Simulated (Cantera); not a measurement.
Charge: 1 mol N₂O, 0.2 mol H₂, at 73.0 bar.

Equilibrium computed with Cantera from the NASA thermochemical tables; the gas is ideal and each condensed phase is pure. Candidate condensed phases: H₂O; 24 gas species. The ideal-gas law is rough above about 30 bar. The numbers say what is thermodynamically allowed, not how fast it happens.

Problem. At 1850 K, list the 5 most abundant gas species with their mole fractions, and the condensed phases.

Solution. N₂ 0.623, O₂ 0.247, H₂O 0.125, NO 0.00473, OH 0.000368. Condensed: gas only.
